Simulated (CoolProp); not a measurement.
Vapour-liquid equilibrium of benzene (1) + n-heptane (2) at 457.2 K; x and y are mole fractions of (1).

Computed with CoolProp (multi-fluid Helmholtz-energy mixture model, Thol 2012 and Span 2003; pair parameters Bell 2016).

| x | bubble pressure (MPa) | y at the bubble point | dew pressure at overall composition x (MPa) | liquid density (mol/L) |
|---|---|---|---|---|
| 0.05 | 0.7642 | 0.074 | 0.7555 | 5.288 |
| 0.15 | 0.8162 | 0.211 | 0.7923 | 5.514 |
| 0.25 | 0.8666 | 0.333 | 0.8319 | 5.760 |
| 0.35 | 0.9139 | (withheld) | 0.8740 | 6.031 |
| 0.45 | 0.9570 | 0.538 | 0.9179 | 6.329 |
| 0.55 | 0.9954 | 0.626 | 0.9625 | 6.661 |
| 0.65 | 1.029 | 0.709 | 1.005 | 7.031 |
| 0.75 | 1.057 | 0.789 | 1.044 | 7.446 |
| 0.85 | 1.080 | 0.870 | 1.075 | (withheld) |
| 0.95 | (withheld) | 0.955 | 1.096 | 8.443 |

Q: What belongs in the gaps?

A: 
- 0.35, y at the bubble point: 0.441
- 0.85, liquid density (mol/L): 7.914
- 0.95, bubble pressure (MPa): 1.097

No azeotrope shows between x = 0.05 and 0.95.

The pair parameters rest on a limited set of measurements; away from them the model extrapolates.
